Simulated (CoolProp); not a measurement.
A closed Brayton cycle with carbon dioxide: compressor inlet 312.15 K and 8.5 MPa, high pressure 20.1 MPa, turbine inlet 640 K, compressor efficiency 0.89, turbine efficiency 0.9, recuperator effectiveness 0 (on enthalpy, no pinch check). Each further row changes one setting.

Computed with CoolProp (reference Helmholtz-energy equation of state, Span 1996).

| case | thermal efficiency (%) | net work (kJ/kg) | compressor to turbine work | compressor exit (K) | turbine exit (K) |
|---|---|---|---|---|---|
| as stated | 13.8 | 57.2 | 0.32 | 360.7 | 550.2 |
| turbine inlet 590 K | 13.7 | ___ | ___ | 360.7 | 503.6 |
| compressor inlet 322.15 K | 13.2 | ___ | 0.45 | 389.2 | 550.2 |
| high pressure 17.1 MPa | 11.5 | 48.9 | 0.30 | 351.5 | 566.8 |
| recuperator effectiveness 0.5 | 19.0 | 57.2 | 0.32 | 360.7 | 550.2 |

Q: What belongs in the gaps?

A: 
- turbine inlet 590 K, net work (kJ/kg): 48.5
- turbine inlet 590 K, compressor to turbine work: 0.36
- compressor inlet 322.15 K, net work (kJ/kg): 46.1
